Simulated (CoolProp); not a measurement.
1-butene along the isobar 58.9 bar: density (kg/m³) from the reference equation and from simpler models built on Tc = 419.3 K, pc = 40.06 bar, ω = 0.192; each cubic takes its own stable root.

Computed with CoolProp (reference Helmholtz-energy equation of state, Lemmon 2005). It is a short technical equation, of lower accuracy than the large ones.

```json
[
 {"T (K)": "329.9", "phase": "liquid", "reference": "?", "van der Waals": "361.2", "Redlich-Kwong": "503.5"},
 {"T (K)": "349.4", "phase": "liquid", "reference": "533.0", "van der Waals": "346.7", "Redlich-Kwong": "475.2"},
 {"T (K)": "368.9", "phase": "liquid", "reference": "503.6", "van der Waals": "330.5", "Redlich-Kwong": "443.5"},
 {"T (K)": "388.4", "phase": "liquid", "reference": "469.5", "van der Waals": "312.1", "Redlich-Kwong": "?"},
 {"T (K)": "407.9", "phase": "liquid", "reference": "426.9", "van der Waals": "290.5", "Redlich-Kwong": "363.7"},
 {"T (K)": "427.4", "phase": "supercritical", "reference": "363.9", "van der Waals": "?", "Redlich-Kwong": "307.5"},
 {"T (K)": "446.9", "phase": "supercritical", "reference": "?", "van der Waals": "?", "Redlich-Kwong": "228.0"},
 {"T (K)": "466.5", "phase": "supercritical", "reference": "158.3", "van der Waals": "176.9", "Redlich-Kwong": "161.6"},
 {"T (K)": "486", "phase": "supercritical", "reference": "129.1", "van der Waals": "140.9", "Redlich-Kwong": "131.9"},
 {"T (K)": "505.5", "phase": "supercritical", "reference": "112.5", "van der Waals": "?", "Redlich-Kwong": "115.0"},
 {"T (K)": "525", "phase": "supercritical", "reference": "101.3", "van der Waals": "108.1", "Redlich-Kwong": "103.5"}
]
```

Question: What belongs in the gaps?

Answer: 
- 329.9, reference: 559.3
- 388.4, Redlich-Kwong: 407.2
- 427.4, van der Waals: 263.5
- 446.9, reference: 237.4
- 446.9, van der Waals: 226.6
- 505.5, van der Waals: 121.0
